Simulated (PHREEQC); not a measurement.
Make-up at 25 °C: 0.97 mol/kgw Na2CO3 and 0.84 mol/kgw NaHCO3. Closed to the air; pH follows from the charge balance.

All values are PHREEQC results (Pitzer model, pitzer.dat), not measurements.

This is a speciation only: nothing precipitates in the calculation.

Question: Predict the pH, density.

Answer: pH 9.46; density 1.131 g/cm³.

Question: In which forms is C present?

Answer: CO3-2 54 %, HCO3- 46 % of the C.

In brines, pH and single-ion activities rest on the MacInnes convention.
